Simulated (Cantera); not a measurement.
Mixture: CO : H₂ : CH₄ : O₂ : N₂ : H₂O = 1 : 0.61 : 0.11 : 2.33 : 8.76 : 1.7 (molar parts), at 0.520 bar, adiabatic and at constant pressure. Ignition delay is the time to a rise of 400 K.

Cantera simulation using GRI-Mech 3.0 (53 species, 325 reactions); the numbers are that mechanism's predictions, not measurements. Where the delays flatten at high temperature, the 400 K rule measures the pace of heat release, not the induction time.

Question: What does this change do: pressure from 0.520 bar to 0.300 bar?

Answer: 
| quantity | before | after |
|---|---|---|
| delay at 1173 K | 0.310 ms | 0.527 ms |
| delay at 1223 K | 0.244 ms | 0.440 ms |
| delay at 1273 K | 0.204 ms | 0.386 ms |
| delay at 1323 K | 0.178 ms | 0.353 ms |
| delay at 1373 K | 0.162 ms | 0.334 ms |
| delay at 1423 K | 0.151 ms | 0.326 ms |
| delay at 1473 K | 0.145 ms | 0.327 ms |
